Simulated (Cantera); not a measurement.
An isothermal, constant-pressure homogeneous reactor starts with N₂O : H₂O = 1 : 0.0026 (molar parts), at 1123 K and 100.0 Torr.

Model: GRI-Mech 3.0 (53 species, 325 reactions), integrated in Cantera. GRI-Mech 3.0 was tuned for natural gas; its chemistry of N2O as a main component is partial and can be far from experiment. The mechanism lacks the step 2 NO + O2 → 2 NO2, which can matter for NO2 below about 1400 K. The temperature is held fixed by assumption; the heat of reaction is taken as removed at once.

Task: Predict: x(N₂O) at 300 s; x(NO) at 300 s; x(O₂) at 300 s; x(NO₂) at 300 s; x(N₂) at 300 s; x(O) at 300 s.

Result: 
```json
{
 "x(N₂O) at 300 s": "0.0111 (gas-phase equilibrium 3.01e-9)",
 "x(NO) at 300 s": "0.0427 (gas-phase equilibrium 0.000121)",
 "x(O₂) at 300 s": "0.308 (gas-phase equilibrium 0.333)",
 "x(NO₂) at 300 s": "0.000114 (gas-phase equilibrium 1.40e-6)",
 "x(N₂) at 300 s": "0.637 (gas-phase equilibrium 0.665)",
 "x(O) at 300 s": "8.49e-8 (gas-phase equilibrium 6.99e-9)"
}
```
